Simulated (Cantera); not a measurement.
Feed: 1 mol Cu2O, 1.7 mol CO, equilibrated at 0.0890 bar.

Cantera equilibrium calculation (NASA polynomials, part measured and part estimated; ideal gas, pure solids and liquids). Candidate condensed phases: C, Cu, CuO, Cu2O; 15 gas species. Rates play no part.

**Question.** At 2323 K, list the 7 most abundant gas species with their mole fractions, and the condensed phases.

**Answer.** Cu 0.530, CO2 0.261, CO 0.198, Cu2 0.00465, O2 0.00352, O 0.00113, CuO 0.000765. Condensed: gas only.
